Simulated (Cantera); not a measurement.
# Fluorocarbon and chlorocarbon gases: CH₂F₂ + H₂

Input: 1 mol CH₂F₂, 0.079 mol H₂, equilibrated at 0.00133 bar.

Cantera equilibrium calculation (NASA polynomials, part measured and part estimated; ideal gas, pure solids and liquids). Candidate condensed phases: C, C₆H₆, C₇H₈, C₈H₁₈; 110 gas species. Ions and electrons are included (thermal ionisation). Rates play no part.

```
T (K)    x H      x HF    x F     x C      x C₃      x C₂      x CF
-----  -----  --------  -----  ------  --------  --------  --------
3000   0.250     0.417  0.193  0.0266    0.0801    0.0116    0.0156
3250   0.367     0.161  0.318  0.0822    0.0381    0.0169    0.0143
3500   0.407    0.0425  0.368   0.155   0.00742    0.0119   0.00714
3750   0.415    0.0114  0.381   0.185  0.000581   0.00417   0.00245
4000   0.417   0.00349  0.386   0.191   4.36e-5   0.00130  0.000832
4250   0.418   0.00121  0.387   0.193   4.15e-6  0.000448  0.000312
4500   0.418  0.000471  0.387   0.193   5.05e-7  0.000172  0.000129
4750   0.418  0.000202  0.387   0.193   7.62e-8   7.23e-5   5.84e-5
5000   0.418   9.41e-5  0.387   0.193   1.38e-8   3.31e-5   2.85e-5
```
x: gas mole fraction; nothing condenses.

From 3000 K to 5000 K nothing is condensed. The main C-bearing gas is C₃ at 3000 K and C at 5000 K.
